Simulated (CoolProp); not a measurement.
Vapour-liquid equilibrium of CH2F2 (R32) (1) + R227EA (2) at -103.45 °C; x and y are mole fractions of (1).

Values from CoolProp's multi-fluid Helmholtz-energy mixture model, Tillner-Roth 1997 and Lemmon 2016; pair parameters Bell 2016.

Q: Give the bubble pressure and the first vapour's composition at x = 0.5, 0.725, 0.875. Is there an azeotrope?

A: x = 0.5: 2.068 kPa, y = 0.944; x = 0.725: 2.366 kPa, y = 0.962; x = 0.875: 2.558 kPa, y = 0.976. No azeotrope shows between x = 0.05 and 0.95.

Pair parameters are fitted to limited data, so mixtures are less certain than the pure fluids. With so large a gap from Raoult's law the liquid may split in two, which this calculation doesn't test in full.
